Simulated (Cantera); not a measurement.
Input (Python, Cantera):

```python
import numpy as np
import cantera as ct

gas = ct.Solution("h2o2.yaml")


def delay(T, t_max=10):
    gas.TPX = T, 1900000, {'H2': 1, 'O2': 0.417, 'N2': 1.57}
    reactor = ct.IdealGasConstPressureReactor(gas, clone=False)
    net = ct.ReactorNet([reactor])
    net.rtol, net.atol = 1e-8, 1e-16
    while net.time < t_max:
        t_old, T_old = net.time, reactor.T
        net.step()
        if reactor.T > T + 400:  # ignition: a rise of 400 K
            return t_old + (T + 400 - T_old) / (reactor.T - T_old) * (net.time - t_old)
    return np.nan


taus = []
for T in [1200, 1300, 1400, 1500, 1600, 1700, 1800, 1900, 2000, 2100]:
    taus.append(delay(T))
    print(f"T0 = {T:6g} K   tau = {taus[-1]:.4e} s")
```

It prints:

```
T0 =   1200 K   tau = 1.0713e-04 s
T0 =   1300 K   tau = 1.2515e-05 s
T0 =   1400 K   tau = 1.9066e-06 s
T0 =   1500 K   tau = 9.1357e-07 s
T0 =   1600 K   tau = 5.8912e-07 s
T0 =   1700 K   tau = 4.2890e-07 s
T0 =   1800 K   tau = 3.3513e-07 s
T0 =   1900 K   tau = 2.7539e-07 s
T0 =   2000 K   tau = 2.3584e-07 s
T0 =   2100 K   tau = 2.0955e-07 s
```

Detailed kinetics in Cantera: the H2/O2 subset of GRI-Mech 3.0, which has no nitrogen chemistry. The hydrogen kinetics of GRI-Mech 3.0 are dated; newer H2 mechanisms differ, most at raised pressure. The pressure lies above the range GRI-Mech 3.0 was tuned for (to about 10 atm). Where the delays flatten at high temperature, the 400 K rule measures the pace of heat release, not the induction time.
